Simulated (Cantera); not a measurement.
Cantera run, input and output.

```python
import numpy as np
import cantera as ct

gas = ct.Solution("gri30.yaml")
gas.TPX = 548, 1000000, {'CO': 1, 'H2': 0.67, 'O2': 1.16, 'N2': 4.36}
flame = ct.FreeFlame(gas, width=0.008)
flame.set_refine_criteria(ratio=3, slope=0.08, curve=0.16)
flame.transport_model = "mixture-averaged"
flame.solve(loglevel=0, auto=True)
z, T = flame.grid, flame.T
thick = (T[-1] - T[0]) / np.gradient(T, z).max()
show = ['CO', 'H2', 'O2', 'H2O', 'CO2', 'OH']
print(f"laminar burning velocity  {flame.velocity[0] * 100:.3f} cm/s")
print(f"burnt temperature         {T[-1]:.1f} K")
print(f"thermal thickness         {thick * 1e3:.4f} mm")
print(f"grid points               {len(z)}")
z0 = z[flame.heat_release_rate.argmax()]
print(f"{'z/mm':>9s}{'T/K':>9s}{'u/(m/s)':>9s}" + "".join(f"{s:>11s}" for s in show))
rows = []
for k in (-3, -2, -1.5, -1, -0.5, -0.25, 0, 0.25, 0.5, 1, 2, 4, 8):
    zz = z0 + k * thick
    rows.append([k * thick, np.interp(zz, z, T), np.interp(zz, z, flame.velocity),
                 *(np.interp(zz, z, flame.X[gas.species_index(s)]) for s in show)])
    print(f"{rows[-1][0] * 1e3:9.3f}{rows[-1][1]:9.1f}{rows[-1][2]:9.3f}" + "".join(f"{x:11.3e}" for x in rows[-1][3:]))
```

Output:

```
laminar burning velocity  85.693 cm/s
burnt temperature         2295.9 K
thermal thickness         0.0526 mm
grid points               123
     z/mm      T/K  u/(m/s)         CO         H2         O2        H2O        CO2         OH
   -0.158    548.1    0.856  1.393e-01  9.176e-02  1.616e-01  7.308e-06  1.441e-07  1.234e-14
   -0.105    549.3    0.854  1.399e-01  8.791e-02  1.622e-01  1.050e-04  4.171e-06  7.488e-13
   -0.079    552.7    0.856  1.405e-01  8.303e-02  1.630e-01  3.880e-04  2.178e-05  8.707e-12
   -0.053    575.8    0.882  1.415e-01  7.131e-02  1.641e-01  2.418e-03  2.680e-04  7.046e-10
   -0.026    770.7    1.155  1.363e-01  4.554e-02  1.583e-01  1.868e-02  5.473e-03  2.400e-06
   -0.013   1113.8    1.646  1.197e-01  2.727e-02  1.393e-01  4.448e-02  2.168e-02  2.500e-04
    0.000   1523.0    2.216  9.046e-02  1.128e-02  1.086e-01  7.393e-02  5.322e-02  1.882e-03
    0.013   1790.5    2.568  6.207e-02  4.224e-03  8.526e-02  8.756e-02  8.538e-02  4.239e-03
    0.026   1943.7    2.758  4.273e-02  2.553e-03  7.353e-02  9.111e-02  1.077e-01  5.526e-03
    0.053   2098.5    2.944  2.360e-02  1.779e-03  6.380e-02  9.359e-02  1.300e-01  5.905e-03
    0.105   2211.4    3.077  1.138e-02  1.019e-03  5.804e-02  9.644e-02  1.441e-01  4.931e-03
    0.210   2271.5    3.148  5.165e-03  4.977e-04  5.533e-02  9.843e-02  1.512e-01  3.655e-03
    0.420   2293.0    3.172  2.863e-03  3.116e-04  5.438e-02  9.918e-02  1.538e-01  3.032e-03
```

Model: GRI-Mech 3.0 (53 species, 325 reactions), integrated in Cantera. The hydrogen kinetics of GRI-Mech 3.0 are dated; newer H2 mechanisms differ, most at raised pressure. Burning velocities carry a grid error of a few per cent, more on coarse grids.
